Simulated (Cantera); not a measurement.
A closed system holds: 1 mol SiH₄, 1.4 mol HCl, 5.7 mol N₂, at 1.33 mbar.

Method: chemical equilibrium by Gibbs-energy minimisation in Cantera with the NASA 1993 tables (ideal gas, pure condensed phases). Candidate condensed phases: NH₄Cl, Si, Si₃N₄; 28 gas species. N₂ is the only nitrogen source here; it is nearly inert below about 1500 K, so the nitride shown seldom forms there in practice. Equilibrium is a limit: real reactors are often held back by kinetics, nucleation or transport.

Q: Which condensed phases are stable at each of these points (T (°C)): 527, 602, 677, 752, 827, 902, 977, 1052, 1127, 1202, 1277, 1352, 1427?

A: 
```
T (°C)  condensed phases  Si condensed (%)
------  ----------------  ----------------
527             Si₃N₄(s)              98.7
602             Si₃N₄(s)              99.1
677             Si₃N₄(s)              99.4
752             Si₃N₄(s)              99.5
827             Si₃N₄(s)              99.6
902             Si₃N₄(s)              99.5
977             Si₃N₄(s)              98.9
1052            Si₃N₄(s)              96.9
1127            Si₃N₄(s)              91.6
1202            Si₃N₄(s)              82.4
1277            Si₃N₄(s)              71.4
1352            Si₃N₄(s)              61.1
1427               Si(l)              56.4
```

From 527 °C to 1352 °C the condensed part is Si₃N₄(s). At 1427 °C the condensed part is Si(l).
